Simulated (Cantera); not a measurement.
A closed system holds: 1 mol BCl3, 6.1 mol N2, held at 10000 Pa.

These are equilibrium values from Cantera (NASA tables, ideal gas, pure condensed phases), not measurements of a reactor. Candidate condensed phases: B, BN; 10 gas species. The tables' values for BCl2, BCl are old estimates; treat these amounts as uncertain. Kinetics and transport are ignored.

x: gas mole fraction; n: condensed amount in mol.

| T (K) | x N2 | x BCl3 | x Cl | x BCl2 | x BCl | x Cl2 | n BN(s) |
|---|---|---|---|---|---|---|---|
| 1600 | 0.859 | 0.140 | 0.000873 | 0.000337 | 1.31e-5 | 6.31e-6 | 0.00124 |
| 1650 | 0.858 | 0.140 | 0.00131 | 0.000617 | 3.53e-5 | 7.97e-6 | 0.00151 |
| 1700 | 0.858 | 0.139 | 0.00191 | 0.00109 | 8.96e-5 | 9.93e-6 | 0.00157 |
| 1750 | 0.857 | 0.138 | ? | 0.00186 | 0.000215 | ? | ? |
| 1800 | 0.856 | 0.137 | ? | 0.00301 | 0.000471 | ? | 0 |
| 1850 | 0.854 | 0.135 | 0.00597 | 0.00434 | 0.000834 | 2.26e-5 | 0 |
| 1900 | 0.851 | 0.132 | 0.00889 | 0.00611 | 0.00142 | 3.24e-5 | 0 |

Complete the blanks.


- 1750, x Cl: 0.00274
- 1750, x Cl2: 1.22e-5
- 1750, n BN(s): 0.00112
- 1800, x Cl: 0.00392
- 1800, x Cl2: 1.54e-5
